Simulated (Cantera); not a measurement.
A closed system holds: 1 mol CHF₃, 0.52 mol F₂, at 1052 °C and 750 Torr.

Cantera equilibrium calculation (NASA polynomials, part measured and part estimated; ideal gas, pure solids and liquids). Candidate condensed phases: C, C₆H₆, C₇H₈, C₈H₁₈; 95 gas species. Gases not in the tables: C₂F₆ and larger saturated fluorocarbons. Rates play no part.

Question: What is the equilibrium state?

Answer: 
```json
{
  "x(HF)": "0.568",
  "x(CF₄)": "0.432",
  "x(CHF₃)": "1.04e-5",
  "x(H₂F₂)": "5.51e-6",
  "x(CF₃)": "1.51e-6",
  "x(CF₂)": "1.45e-6",
  "n(C(graphite))": "0.240 mol",
  "gas_amount": "1.760 mol"
}
```
